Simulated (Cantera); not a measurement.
trisilylamine + NH3 + N2 (silicon nitride deposition)

Charge: 1 mol trisilylamine, 0.62 mol NH3, a varied amount of N2, held at 1048 K and 370 Pa.

Method: chemical equilibrium by Gibbs-energy minimisation in Cantera with the NASA 1993 tables (ideal gas, pure condensed phases). Candidate condensed phases: Si, Si3N4; 18 gas species. The feed counts by its element totals alone. Mutual solubility and eutectic melting of coexisting phases are not modelled. Equilibrium is a limit: real reactors are often held back by kinetics, nucleation or transport.

From 0.51 mol N2 to 0.85 mol N2 the condensed part is Si(s) + Si3N4(s). From 1.4 mol N2 to 47 mol N2 the condensed part is Si3N4(s).

```csv
n(N2) (mol),log p H2,log p N2,log p NH3,log p H,n Si(s),n Si3N4(s)
0.51,-2.43,-9.89,-11.96,-9.33,1.02,0.660
0.85,-2.43,-9.89,-11.96,-9.33,0.510,0.830
1.4,-2.45,-3.86,-8.97,-9.34,0,1.00
2.3,-2.51,-3.20,-8.74,-9.37,0,1.00
3.8,-2.60,-2.92,-8.73,-9.41,0,1.00
6.3,-2.72,-2.75,-8.82,-9.47,0,1.00
10,-2.85,-2.64,-8.96,-9.54,0,1.00
17,-3.02,-2.56,-9.18,-9.62,0,1.00
29,-3.22,-2.51,-9.45,-9.72,0,1.00
47,-3.41,-2.48,-9.72,-9.82,0,1.00
```
log p: log10 of the partial pressure in bar; n: condensed amount in mol.
